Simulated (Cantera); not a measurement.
## N2O furnace oxynitridation

An isothermal, constant-pressure homogeneous reactor starts with N2O : O2 = 1 : 0.065 (molar parts), at 1448 K and 0.0720 bar.

Computed with Cantera and GRI-Mech 3.0 (53 species, 325 reactions). GRI-Mech 3.0 was tuned for natural gas; its chemistry of N2O as a main component is partial and can be far from experiment. The temperature is held fixed by assumption; the heat of reaction is taken as removed at once.

```
t (s)      x N2O    x O2      x NO     x NO2      x O      x N2
--------  ------  ------  --------  --------  -------  --------
5.00e-6    0.939  0.0610   1.27e-7    <1e-12  4.75e-6   5.26e-6
1.62e-5    0.939  0.0610   1.21e-6    <1e-12  1.35e-5   1.84e-5
5.22e-5    0.939  0.0610   9.89e-6  6.99e-12  3.02e-5   7.00e-5
0.000169   0.939  0.0611   5.66e-5  2.19e-10  4.19e-5  0.000269
0.000545   0.937  0.0614  0.000224   3.35e-9  4.27e-5  0.000942
0.00176    0.934  0.0623  0.000763   3.74e-8  4.27e-5   0.00311
0.00568    0.922  0.0651   0.00249   3.51e-7  4.27e-5    0.0100
0.0184     0.887  0.0738   0.00786   2.50e-6  4.27e-5    0.0317
0.0593     0.783  0.0991    0.0235   1.14e-5  4.26e-5    0.0944
0.192      0.538   0.159    0.0602   3.51e-5  4.22e-5     0.243
0.619      0.188   0.245     0.112   7.43e-5  4.03e-5     0.455
2.00      0.0129   0.289     0.135  0.000114  2.13e-5     0.562
```
x: mole fraction; the columns are a selection and need not sum to one.

Equilibrium at this temperature and pressure: N2O 1.68e-8, O2 0.360, NO 0.00111, NO2 2.46e-6, O 4.39e-6, N2 0.638 (gas phase only).
